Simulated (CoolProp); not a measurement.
The numbers come from the reference Helmholtz-energy equation of state, Gao 2020 in CoolProp.

Question: Give the vapour pressure (MPa), vapour Z, surface tension (mN/m) of saturated ammonia at 317.2, 327.7, 379.8 K.

Answer: 
| T (K) | p (MPa) | vapour Z | surface tension (mN/m) |
|---|---|---|---|
| 317.2 | 1.74 | 0.834 | 16.2 |
| 327.7 | 2.28 | 0.803 | 13.9 |
| 379.8 | 7.11 | 0.573 | 3.62 |

Surface tension comes from a separate correlation (Mulero 2012).
